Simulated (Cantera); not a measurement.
Cantera run:

```python
import numpy as np
import cantera as ct

gas_names = [...]  # 110 gases of nasa_gas.yaml made of C, H, N
cond_names = """
    C(gr) C6H6(L) C7H8(L) C8H18(L),n-octa
""".split()


# ... load() reads the species with a 1 bar reference pressure and builds the phases ...
atoms = {
    'C2H6': {'C': 2, 'H': 6},
    'NH3': {'N': 1, 'H': 3},
    'N2': {'N': 2},
}
top_T = {'C(gr)': 4500}  # K; cautious upper limits of use, not melting points


# ... equilibrate(T, P, feed) seeds the gas with the atoms and calls Mixture.equilibrate('TP', solver="vcs", rtol=1e-11, max_steps=5000) ...
results = []
feed = {'C2H6': 1, 'NH3': 0.098, 'N2': 0.21}  # mol
P = 190  # Pa
for T in [2000, 2500, 3000, 3500, 4000, 4500, 5000]:
    mix = equilibrate(T, P, feed)
    results.append((T, P, feed, dict(zip(mix.species_names, mix.species_moles))))

top = {s: max(r[3][s] / sum(r[3][g] for g in gas_names) for r in results) for s in gas_names}
cols = sorted((s for s in top if top[s] > 1e-05), key=lambda s: -top[s])[:7]
seen = [c for c in cond_names if any(r[3].get(c, 0) > 1e-12 for r in results)]
print("log10 of partial pressures in bar; condensed amounts in mol")
print(f"{'T/K':>10s}" + "".join(f"{s[:9]:>10s}" for s in cols + seen))
for T, P, feed, n in results:
    ng = sum(n[g] for g in gas_names)
    print(f"{T:10.4g}" + "".join(f"{np.log10(max(n[s] / ng * P / 1e5, 1e-99)):10.3f}" for s in cols)
          + "".join(f"{n.get(c, 0):10.4g}" for c in seen))
```

Output:

```
log10 of partial pressures in bar; condensed amounts in mol
       T/K        H2         H         C        N2        C3         N        C2     C(gr)
      2000    -2.773    -4.175   -10.517    -3.860   -10.557   -10.974   -11.630     1.982
      2500    -3.011    -3.105    -6.779    -3.993    -6.304    -8.531    -7.339     1.886
      3000    -4.037    -2.820    -4.415    -4.257    -3.866    -6.985    -4.739         0
      3500    -5.211    -2.834    -3.533    -4.330    -4.552    -5.819    -4.497         0
      4000    -6.112    -2.854    -3.373    -4.336    -6.574    -4.919    -5.319         0
      4500    -6.797    -2.860    -3.363    -4.519    -8.494    -4.305    -6.189         0
      5000    -7.348    -2.866    -3.366    -5.087   -10.063    -4.023    -6.908         0
```

Equilibrium computed with Cantera from the NASA thermochemical tables; the gas is ideal and each condensed phase is pure.
